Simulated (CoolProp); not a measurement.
Vapour-liquid equilibrium of isobutene (1) + n-butane (2) at 369 kPa; x and y are mole fractions of (1).

Model: multi-fluid Helmholtz-energy mixture model, Lemmon 2005 and Bücker 2006; pair parameters Bell 2016, in CoolProp.

| x | bubble temperature (K) | y at the bubble point | dew temperature at overall composition x (K) | liquid density (mol/L) |
|---|---|---|---|---|
| 0.05 | 311.7 | 0.062 | 311.8 | 9.604 |
| 0.15 | 310.7 | 0.181 | 311.0 | 9.679 |
| 0.25 | 309.8 | 0.292 | 310.1 | 9.754 |
| 0.35 | 309.0 | 0.397 | 309.3 | 9.829 |
| 0.45 | 308.2 | 0.498 | 308.6 | 9.906 |
| 0.55 | 307.5 | 0.595 | 307.8 | 9.983 |
| 0.65 | 306.8 | 0.689 | 307.1 | 10.06 |
| 0.75 | 306.1 | 0.781 | 306.3 | 10.14 |
| 0.85 | 305.5 | 0.870 | 305.6 | 10.22 |
| 0.95 | 304.9 | 0.957 | 304.9 | 10.30 |

No azeotrope shows between x = 0.05 and 0.95.

The pair parameters rest on a limited set of measurements; away from them the model extrapolates.
